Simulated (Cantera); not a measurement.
Premixed flame

A freely propagating, adiabatic, planar premixed flame of 42.4 % H2, 15.1 % O2, 42.4 % N2, equivalence ratio 1.4, unburnt at 550 K and 110000 Pa; mixture-averaged transport, grid criteria slope 0.08 and curve 0.16, no radiation.

Cantera simulation using the H2/O2 subset of GRI-Mech 3.0, which has no nitrogen chemistry; the numbers are that mechanism's predictions, not measurements. Burning velocities carry a grid error of a few per cent, more on coarse grids.

```
z (mm)   T (K)  u (m/s)   x H2     x O2     x HO2     x OH     x H2O   x H2O2
-------  -----  -------  -----  -------  --------  -------  --------  -------
-1.10      550     9.45  0.424    0.151     <1e-8    <1e-8     <1e-8    <1e-8
-0.734     550     9.45  0.424    0.151     <1e-8    <1e-8     <1e-8    <1e-8
-0.550     550     9.45  0.424    0.151     <1e-8    <1e-8     <1e-8    <1e-8
-0.367     550     9.45  0.424    0.151   1.10e-7    <1e-8   2.02e-8    <1e-8
-0.183     561     9.61  0.422    0.152  0.000219  3.58e-5  0.000332  2.33e-6
-0.0917    790     13.2  0.388    0.147  0.000253  0.00102    0.0188  2.10e-5
0         1286     20.7  0.257   0.0991   9.91e-5  0.00456     0.122  4.79e-6
0.0917    1623     25.8  0.142   0.0305   2.91e-5   0.0115     0.247  2.40e-6
0.183     1771     27.9  0.121   0.0137   1.22e-5   0.0149     0.279  1.47e-6
0.367     1928     30.1  0.123  0.00930   7.39e-6   0.0173     0.289  8.15e-7
0.734     2095     32.3  0.128  0.00703   4.96e-6   0.0185     0.299  4.50e-7
1.47      2263     34.4  0.132  0.00481   3.16e-6   0.0182     0.310  2.69e-7
2.93      2413     36.2  0.135  0.00293   1.94e-6   0.0162     0.322  1.82e-7
```
x: mole fraction of selected species; z is measured from the peak of heat release.

```yaml
laminar_burning_velocity: 945 cm/s
thermal_thickness: 0.367 mm
peak x(HO2): 0.000397
peak x(OH): 0.0186
peak x(H2O2): 2.14e-5
grid_points: 135
```
